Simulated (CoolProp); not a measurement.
Vapour-liquid equilibrium of carbon dioxide (1) + C2F6 (R116) (2) at 1380 kPa; x and y are mole fractions of (1).

Computed with CoolProp (multi-fluid Helmholtz-energy mixture model, Span 1996 and Lemmon 2006; pair parameters Bell 2016).

```tsv
x	bubble temperature, mixture model (K)	bubble temperature, Raoult's law (K)	y, mixture model	y, Raoult's law
0.05	259.0	261.0	0.112	0.090
0.2	249.7	256.9	0.389	0.320
0.35	243.7	253.4	0.558	0.503
0.5	240.6	250.3	0.654	0.653
0.65	239.2	247.5	0.719	0.777
0.8	239.0	245.1	0.783	0.882
0.95	240.5	242.8	0.912	0.973
```

The largest gap from Raoult's law is -9.7 K in bubble temperature, at x = 0.5. y crosses x between x = 0.65 and 0.8: the model has an azeotrope there.

The pair parameters rest on a limited set of measurements; away from them the model extrapolates.
